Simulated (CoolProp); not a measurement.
Ammonia at 293.15 K and 0.317 MPa is throttled through a valve to 0.101 MPa with no heat exchange. Each further row changes one setting.

Model: reference Helmholtz-energy equation of state, Gao 2020, in CoolProp.

```
case                        temperature change (K)  final density (kg/m³)
--------------------------  ----------------------  ---------------------
as stated                                        …                      …
outlet pressure 0.0303 MPa                       …                      …
outlet pressure 0.131 MPa                        …                  0.949
```

What belongs in the gaps?


- as stated, temperature change (K): -6.7
- as stated, final density (kg/m³): 0.731
- outlet pressure 0.0303 MPa, temperature change (K): -9.1
- outlet pressure 0.0303 MPa, final density (kg/m³): 0.219
- outlet pressure 0.131 MPa, temperature change (K): -5.7
